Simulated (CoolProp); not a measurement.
Vapour-liquid equilibrium of n-hexane (1) + m-xylene (2) at 152.25 °C; x and y are mole fractions of (1).

The numbers come from the multi-fluid Helmholtz-energy mixture model, Thol 2019 and Zhou 2012; pair parameters Bell 2016 in CoolProp.

```json
[
 {"x": "0.05", "bubble pressure (bar)": "1.745", "y at the bubble point": "0.214", "dew pressure at overall composition x (bar)": "1.489", "liquid density (mol/L)": "6.955"},
 {"x": "0.2", "bubble pressure (bar)": "2.815", "y at the bubble point": "0.574", "dew pressure at overall composition x (bar)": "1.719", "liquid density (mol/L)": "6.842"},
 {"x": "0.35", "bubble pressure (bar)": "3.916", "y at the bubble point": "0.739", "dew pressure at overall composition x (bar)": "2.036", "liquid density (mol/L)": "6.713"},
 {"x": "0.5", "bubble pressure (bar)": "4.931", "y at the bubble point": "0.829", "dew pressure at overall composition x (bar)": "2.498", "liquid density (mol/L)": "6.567"},
 {"x": "0.65", "bubble pressure (bar)": "5.834", "y at the bubble point": "0.887", "dew pressure at overall composition x (bar)": "3.233", "liquid density (mol/L)": "6.407"},
 {"x": "0.8", "bubble pressure (bar)": "6.679", "y at the bubble point": "0.934", "dew pressure at overall composition x (bar)": "4.556", "liquid density (mol/L)": "6.237"},
 {"x": "0.95", "bubble pressure (bar)": "7.555", "y at the bubble point": "0.982", "dew pressure at overall composition x (bar)": "6.969", "liquid density (mol/L)": "6.062"}
]
```

No azeotrope shows between x = 0.05 and 0.95.

The pair parameters rest on a limited set of measurements; away from them the model extrapolates.
